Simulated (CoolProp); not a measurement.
Properties of water along the isobar 544 bar (Tc = 647.1 K, pc = 220.6 bar, ω = 0.344).

Values from CoolProp's reference Helmholtz-energy equation of state, Wagner 2002.

```csv
T (K),phase,conductivity (mW/(m K)),fugacity coefficient
447.3,liquid,711,0.02014
460.3,liquid,707,0.02665
473.2,liquid,701,0.03453
486.1,liquid,694,0.04396
499,liquid,686,0.05508
511.9,liquid,676,0.06801
524.8,liquid,665,0.08283
537.7,liquid,653,0.09961
550.6,liquid,640,0.1184
563.5,liquid,626,0.1392
576.4,liquid,611,0.1620
589.3,liquid,595,0.1867
602.2,liquid,578,0.2133
615.1,liquid,559,0.2416
```

Thermal conductivity comes from a separate model (Huber 2012).
